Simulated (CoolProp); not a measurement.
Vapour pressure (kPa) of octamethyltrisiloxane (MDM): the reference equation beside estimates from Tc = 292.2 °C, pc = 1438 kPa, ω = 0.528. Clausius-Clapeyron is anchored at 23.25 °C with a constant enthalpy of vaporisation of 48.49 kJ/mol.

The numbers come from the reference Helmholtz-energy equation of state, Thol 2017 in CoolProp.

```json
[
 {"T (°C)": "15.25", "reference": "0.2565", "Lee-Kesler": "0.2792", "Clausius-Clapeyron": "0.2578", "van der Waals": "45.69", "Redlich-Kwong": "4.267"},
 {"T (°C)": "23.25", "reference": "0.4449", "Lee-Kesler": "0.4754", "Clausius-Clapeyron": "0.4449", "van der Waals": "54.69", "Redlich-Kwong": "6.117"},
 {"T (°C)": "31.35", "reference": "0.7484", "Lee-Kesler": "0.7874", "Clausius-Clapeyron": "0.7509", "van der Waals": "65.01", "Redlich-Kwong": "8.597"},
 {"T (°C)": "39.45", "reference": "1.217", "Lee-Kesler": "1.264", "Clausius-Clapeyron": "1.233", "van der Waals": "76.63", "Redlich-Kwong": "11.82"},
 {"T (°C)": "47.45", "reference": "1.906", "Lee-Kesler": "1.959", "Clausius-Clapeyron": "1.965", "van der Waals": "89.45", "Redlich-Kwong": "15.86"},
 {"T (°C)": "55.55", "reference": "2.919", "Lee-Kesler": "2.974", "Clausius-Clapeyron": "3.076", "van der Waals": "103.9", "Redlich-Kwong": "20.98"},
 {"T (°C)": "63.55", "reference": "4.333", "Lee-Kesler": "4.384", "Clausius-Clapeyron": "4.688", "van der Waals": "119.6", "Redlich-Kwong": "27.21"},
 {"T (°C)": "71.65", "reference": "6.310", "Lee-Kesler": "6.348", "Clausius-Clapeyron": "7.043", "van der Waals": "137.1", "Redlich-Kwong": "34.87"},
 {"T (°C)": "79.65", "reference": "8.948", "Lee-Kesler": "8.963", "Clausius-Clapeyron": "10.34", "van der Waals": "156.1", "Redlich-Kwong": "43.94"},
 {"T (°C)": "87.75", "reference": "12.49", "Lee-Kesler": "12.47", "Clausius-Clapeyron": "14.98", "van der Waals": "177.0", "Redlich-Kwong": "54.83"},
 {"T (°C)": "95.85", "reference": "17.10", "Lee-Kesler": "17.03", "Clausius-Clapeyron": "21.36", "van der Waals": "199.7", "Redlich-Kwong": "67.62"}
]
```

Absolute difference from the reference over all 11 rows, mean and median: Lee-Kesler 2.9 and 1.9 %, Clausius-Clapeyron 8.3 and 5.4 %, van der Waals 5591.2 and 3459.4 %, Redlich-Kwong 737.8 and 618.7 %.
